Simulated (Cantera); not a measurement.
# Thermodynamics of silicon etching in halogen gases, feed Si + Br2 + H2

Charge: 1 mol Si, 1.4 mol Br2, 12 mol H2, held at 91.0 mbar.

Method: chemical equilibrium by Gibbs-energy minimisation in Cantera with the NASA 1993 tables (ideal gas, pure condensed phases). Candidate condensed phases: Br2, Si; 19 gas species. The tables' values for SiBr3, SiBr are old estimates; treat these amounts as uncertain. Rates play no part.

```csv
T (K),x H2,x HBr,x SiBr4,x SiBr2,x SiHBr3,n Si(s)
450,0.944,2.20e-6,0.0533,<1e-12,0.00242,0.292
650,0.943,0.000505,0.0519,7.16e-8,0.00409,0.288
850,0.937,0.00850,0.0490,5.27e-5,0.00500,0.309
1050,0.909,0.0447,0.0378,0.00268,0.00467,0.407
1250,0.856,0.105,0.0119,0.0230,0.00210,0.479
1450,0.836,0.121,0.000746,0.0403,0.000277,0.430
1650,0.837,0.116,4.94e-5,0.0445,3.81e-5,0.394
```
x: gas mole fraction; n: condensed amount in mol.

From 450 K to 1650 K the condensed part is Si(s). The main Si-bearing gas is SiBr4 at 450 K and SiBr2 at 1650 K. The share of Si in condensed phases is highest at 1250 K (47.9 %) and lowest at 650 K (28.8 %).
